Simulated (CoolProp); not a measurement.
Properties of R152A at several states (Tc = 386.4 K, pc = 45.17 bar, ω = 0.275).

Values from CoolProp's reference Helmholtz-energy equation of state, Outcalt 1996. It is a modified Benedict-Webb-Rubin equation, recast in Helmholtz form.

| T (K) | p (bar) | phase | density (kg/m³) | expansivity (1/kK) | Prandtl number |
|---|---|---|---|---|---|
| 270.6 | 0.388 | gas | 1.153 | 3.861 | 0.859 |
| 183.9 | 29.6 | liquid | 1142 | 1.613 | 8.43 |
| 226.8 | 0.109 | gas | 0.3843 | 4.522 | 1.02 |
| 315.8 | 1.1 | gas | 2.820 | 3.390 | 0.808 |

Viscosity comes from a separate model (Bell 2016), an estimate that may be off by 10 % or more. Thermal conductivity comes from a separate model (Krauss 1996).
